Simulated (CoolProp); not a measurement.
n-perfluorohexane along the isobar 3.99 MPa: fugacity coefficient from the reference equation and from simpler models built on Tc = 448.0 K, pc = 1.742 MPa, ω = 0.497; each cubic takes its own stable root.

Values from CoolProp's reference Helmholtz-energy equation of state, Gao 2022.

```json
[
 {"T (K)": "252.4", "phase": "liquid", "reference": "0.0008767"},
 {"T (K)": "280.6", "phase": "liquid", "reference": "0.004423"},
 {"T (K)": "308.8", "phase": "liquid", "reference": "0.01523"},
 {"T (K)": "337.1", "phase": "liquid", "reference": "0.03988"},
 {"T (K)": "365.3", "phase": "liquid", "reference": "0.08457"},
 {"T (K)": "393.5", "phase": "liquid", "reference": "0.1530"},
 {"T (K)": "421.8", "phase": "liquid", "reference": "0.2448"},
 {"T (K)": "450", "phase": "supercritical", "reference": "0.3532"}
]
```

Q: How far does each simpler model (van der Waals, Redlich-Kwong, Soave-Redlich-Kwong) lie from the reference over these 8 states: mean and median of the absolute difference, and the worst?

A: 
- van der Waals: mean 995.8 %, median 240.4 %, worst +5042.0 % at 252.4 K and 3.99 MPa
- Redlich-Kwong: mean 183.0 %, median 91.5 %, worst +670.0 % at 252.4 K and 3.99 MPa
- Soave-Redlich-Kwong: mean 6.4 %, median 6.6 %, worst +7.9 % at 450 K and 3.99 MPa
